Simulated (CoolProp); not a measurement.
Vapour-liquid equilibrium of methanol (1) + water (2) at 9.76 bar; x and y are mole fractions of (1).

The numbers come from the multi-fluid Helmholtz-energy mixture model, de Reuck 1993 and Wagner 2002; pair parameters Bell 2016 in CoolProp.

Give the bubble temperature and the first vapour's composition at x = 0.35, 0.65, 0.8. Is there an azeotrope?

x = 0.35: 155.3 °C, y = 0.596; x = 0.65: 144.6 °C, y = 0.814; x = 0.8: 140.5 °C, y = 0.896. No azeotrope shows between x = 0.05 and 0.95.

Pair parameters are fitted to limited data, so mixtures are less certain than the pure fluids.
